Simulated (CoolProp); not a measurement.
CF4 (R14) at 293.15 K and 0.606 MPa flows at 0.053 m/s in a round tube of 1 mm bore and 1.5 µm roughness, fully developed (64/Re and Nu = 3.66 if laminar; Colebrook and Gnielinski if turbulent). Each further row changes one setting.

The numbers come from the reference Helmholtz-energy equation of state, Platzer 1990 in CoolProp. This equation is an older, rougher fit.

```tsv
case	Reynolds number	Darcy friction factor	pressure drop (Pa/m)	heat-transfer coefficient (W/(m² K))	mass flow (kg/h)
as stated	68.8	…	…	57.8	0.00336
velocity 0.106 m/s	138	0.465	58.6	57.8	0.00672
diameter 2 mm	138	0.465	7.32	…	0.0134
```

Task: Complete the blanks.

Result: 
- as stated, Darcy friction factor: 0.930
- as stated, pressure drop (Pa/m): 29.3
- diameter 2 mm, heat-transfer coefficient (W/(m² K)): 28.9

Viscosity comes from a separate model (Huber 2003), an estimate that may be off by 10 % or more. Thermal conductivity comes from a separate model (Huber 2003), an estimate that may be off by 10 % or more.
